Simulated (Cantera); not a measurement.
Charge: 1 mol Fe₃O₄, 2.3 mol CO, 2.1 mol C, held at 1.33 mbar.

These are equilibrium values from Cantera (NASA tables, ideal gas, pure condensed phases), not measurements of a reactor. Candidate condensed phases: C, Fe, Fe(CO)₅, FeO, Fe₂O₃, Fe₃O₄; 15 gas species. Mutual solubility and eutectic melting of coexisting phases are not modelled. The tables' stoichiometric FeO is somewhat more stable than real wüstite, so its field is too wide. FeO: taken at fixed stoichiometry. The numbers say what is thermodynamically allowed, not how fast it happens.

log p: log10 of the partial pressure in bar; n: condensed amount in mol.

```json
[
 {"T (K)": "975", "log p CO": "-2.98", "log p CO₂": "-3.55", "log p Fe": "-14.37", "log p FeO": "<-14", "log p O": "<-14", "n Fe(α)": "2.03", "n FeO(s)": "0.971", "n Fe(γ)": "0", "n Fe(δ)": "0", "n FeO(l)": "0"},
 {"T (K)": "1075", "log p CO": "-2.96", "log p CO₂": "-3.60", "log p Fe": "-12.35", "log p FeO": "<-14", "log p O": "<-14", "n Fe(α)": "1.92", "n FeO(s)": "1.08", "n Fe(γ)": "0", "n Fe(δ)": "0", "n FeO(l)": "0"},
 {"T (K)": "1175", "log p CO": "-2.96", "log p CO₂": "-3.64", "log p Fe": "-10.68", "log p FeO": "?", "log p O": "<-14", "n Fe(α)": "1.85", "n FeO(s)": "1.15", "n Fe(γ)": "0", "n Fe(δ)": "0", "n FeO(l)": "0"},
 {"T (K)": "1275", "log p CO": "-2.95", "log p CO₂": "-3.67", "log p Fe": "-9.28", "log p FeO": "?", "log p O": "-14.71", "n Fe(α)": "0", "n FeO(s)": "1.20", "n Fe(γ)": "1.80", "n Fe(δ)": "0", "n FeO(l)": "0"},
 {"T (K)": "1375", "log p CO": "-2.95", "log p CO₂": "-3.70", "log p Fe": "-8.09", "log p FeO": "?", "log p O": "-13.15", "n Fe(α)": "0", "n FeO(s)": "1.24", "n Fe(γ)": "1.76", "n Fe(δ)": "0", "n FeO(l)": "0"},
 {"T (K)": "1475", "log p CO": "-2.94", "log p CO₂": "-3.73", "log p Fe": "-7.06", "log p FeO": "?", "log p O": "-11.80", "n Fe(α)": "0", "n FeO(s)": "1.28", "n Fe(γ)": "1.72", "n Fe(δ)": "0", "n FeO(l)": "0"},
 {"T (K)": "1575", "log p CO": "-2.94", "log p CO₂": "-3.75", "log p Fe": "-6.17", "log p FeO": "?", "log p O": "-10.63", "n Fe(α)": "0", "n FeO(s)": "1.31", "n Fe(γ)": "1.69", "n Fe(δ)": "0", "n FeO(l)": "0"},
 {"T (K)": "1675", "log p CO": "-2.93", "log p CO₂": "-3.78", "log p Fe": "-5.38", "log p FeO": "?", "log p O": "-9.60", "n Fe(α)": "0", "n FeO(s)": "0", "n Fe(γ)": "0", "n Fe(δ)": "1.64", "n FeO(l)": "1.35"},
 {"T (K)": "1775", "log p CO": "-2.93", "log p CO₂": "-3.84", "log p Fe": "-4.69", "log p FeO": "?", "log p O": "-8.73", "n Fe(α)": "0", "n FeO(s)": "0", "n Fe(γ)": "0", "n Fe(δ)": "1.51", "n FeO(l)": "1.42"}
]
```

Task: Fill in the missing entries.

Result: 
- 1175, log p FeO: -14.43
- 1275, log p FeO: -12.67
- 1375, log p FeO: -11.18
- 1475, log p FeO: -9.89
- 1575, log p FeO: -8.78
- 1675, log p FeO: -7.81
- 1775, log p FeO: -6.99
